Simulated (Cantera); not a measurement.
**Equilibrium for oxide etching and cleaning by halides: MgO + F2 + O2**

Input: 1 mol MgO, 13 mol F2, 0.24 mol O2, equilibrated at 0.310 bar.

Cantera equilibrium calculation (NASA polynomials, part measured and part estimated; ideal gas, pure solids and liquids). Candidate condensed phases: Mg, MgF2, MgO; 14 gas species. Kinetics and transport are ignored.

| T (°C) | x F | x F2 | x O2 | x MgF2 | x FO | n MgF2(s) | n MgF2(l) |
|---|---|---|---|---|---|---|---|
| 875 | 0.450 | 0.505 | 0.0450 | 1.74e-8 | 8.22e-6 | 1.00 | 0 |
| 925 | 0.569 | 0.390 | 0.0415 | 9.13e-8 | 1.12e-5 | 1.000 | 0 |
| 975 | 0.678 | 0.284 | 0.0384 | 4.17e-7 | 1.43e-5 | 1.000 | 0 |
| 1025 | 0.768 | 0.197 | 0.0358 | 1.69e-6 | 1.72e-5 | 1.000 | 0 |
| 1075 | 0.835 | 0.131 | 0.0338 | 6.13e-6 | 1.99e-5 | 1.000 | 0 |
| 1125 | 0.881 | 0.0860 | 0.0325 | 2.02e-5 | 2.24e-5 | 1.000 | 0 |
| 1175 | 0.912 | 0.0561 | 0.0316 | 6.12e-5 | 2.47e-5 | 0.999 | 0 |
| 1225 | 0.932 | 0.0369 | 0.0310 | 0.000171 | 2.69e-5 | 0.996 | 0 |
| 1275 | 0.944 | 0.0245 | 0.0306 | 0.000431 | 2.90e-5 | 0 | 0.990 |
| 1325 | 0.952 | 0.0166 | 0.0304 | 0.000916 | 3.10e-5 | 0 | 0.978 |
| 1375 | 0.956 | 0.0114 | 0.0302 | 0.00185 | 3.29e-5 | 0 | 0.955 |
| 1425 | 0.958 | 0.00801 | 0.0300 | 0.00357 | 3.47e-5 | 0 | 0.912 |
| 1475 | 0.958 | 0.00569 | 0.0299 | 0.00661 | 3.65e-5 | 0 | 0.836 |
x: gas mole fraction; n: condensed amount in mol.

From 875 °C to 1225 °C the condensed part is MgF2(s). From 1275 °C to 1475 °C the condensed part is MgF2(l). The main Mg-bearing gas is MgF2 throughout.
